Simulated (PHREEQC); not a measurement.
Dissolve 0.0013 mol/kgw H3AsO4 at 25 °C. Closed to the air; pH follows from the charge balance.

Computed with PHREEQC (ion-association model, wateq4f.dat).

This is a speciation only: nothing precipitates in the calculation.

### Question
Predict the pH, ionic strength.

### Answer
pH 2.98; ionic strength 0.00108 mol/kgw.

### Question
In which forms is As present?

### Answer
H2AsO4- 83 %, H3AsO4 17 % of the As.

Complexes and solids missing from the database can't appear.
